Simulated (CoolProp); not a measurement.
Vapour-liquid equilibrium of propane (1) + n-perfluorobutane (2) at 7.09 bar; x and y are mole fractions of (1).

Values from CoolProp's multi-fluid Helmholtz-energy mixture model, Lemmon 2009 and Gao 2022; pair parameters Bell 2016.

| x | bubble temperature (K) | y at the bubble point | dew temperature at overall composition x (K) | liquid density (mol/L) |
|---|---|---|---|---|
| 0.05 | 323.9 | (withheld) | (withheld) | 5.921 |
| 0.15 | 310.2 | 0.476 | 326.2 | 6.421 |
| 0.25 | (withheld) | 0.621 | 321.7 | 6.866 |
| 0.35 | (withheld) | 0.698 | 316.9 | 7.288 |
| 0.45 | 293.0 | 0.745 | (withheld) | 7.722 |
| 0.55 | 290.9 | 0.778 | 305.8 | 8.198 |
| 0.65 | 289.4 | (withheld) | 299.4 | 8.744 |
| 0.75 | 288.3 | 0.840 | 292.6 | 9.387 |
| 0.85 | 287.3 | 0.884 | (withheld) | 10.15 |
| 0.95 | 286.9 | 0.951 | 286.9 | 11.04 |

Problem. What belongs in the gaps?

Solution. 
- 0.05, y at the bubble point: 0.202
- 0.05, dew temperature at overall composition x (K): 330.5
- 0.25, bubble temperature (K): 301.4
- 0.35, bubble temperature (K): 296.1
- 0.45, dew temperature at overall composition x (K): 311.6
- 0.65, y at the bubble point: 0.808
- 0.85, dew temperature at overall composition x (K): 288.0

No azeotrope shows between x = 0.05 and 0.95.

The pair parameters rest on a limited set of measurements; away from them the model extrapolates. With so large a gap from Raoult's law the liquid may split in two, which this calculation doesn't test in full.
